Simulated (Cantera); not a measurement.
PbO + H₂ (iron carbonyl, mercury and lead vapours)

A closed system holds: 1 mol PbO, 7.5 mol H₂, held at 1152 °C and 47.0 mbar.

Equilibrium computed with Cantera from the NASA thermochemical tables; the gas is ideal and each condensed phase is pure. Candidate condensed phases: H₂O, Pb, PbO, PbO₂, Pb₃O₄; 12 gas species. Equilibrium is a limit: real reactors are often held back by kinetics, nucleation or transport.

| Quantity | Result |
|---|---|
| x(H₂) | 0.765 |
| x(H₂O) | 0.118 |
| x(Pb) | 0.118 |
| x(H) | 2.75e-5 |
| x(Pb₂) | 1.44e-5 |
| x(PbO) | 4.11e-6 |
| gas amount | 8.500 mol |
| log10 activity of Pb(l) (absent) | -0.32 |
